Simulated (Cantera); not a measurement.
A closed system holds: 1 mol BF3, a varied amount of H2O, 22 mol N2, at 133 Pa.

Cantera equilibrium calculation (NASA polynomials, part measured and part estimated; ideal gas, pure solids and liquids). Candidate condensed phases: B, BN, B2O3, B3O3H3, H2O; 62 gas species. The tables' values for BF2 are old estimates. Gases not in the tables: H3BO3. Kinetics and transport are ignored.

What condenses at these points (T in °C, n(H2O) in mol): (750, 0.55); (850, 0.33); (1300, 1.2); (1100, 1.7); (800, 0.33)?


| T (°C) | n(H2O) in mol | condensed phases | B condensed (%) |
|---|---|---|---|
| 750 | 0.55 | B2O3 | 9.1 |
| 850 | 0.33 | gas only | 0.0 |
| 1300 | 1.2 | gas only | 0.0 |
| 1100 | 1.7 | gas only | 0.0 |
| 800 | 0.33 | gas only | 0.0 |
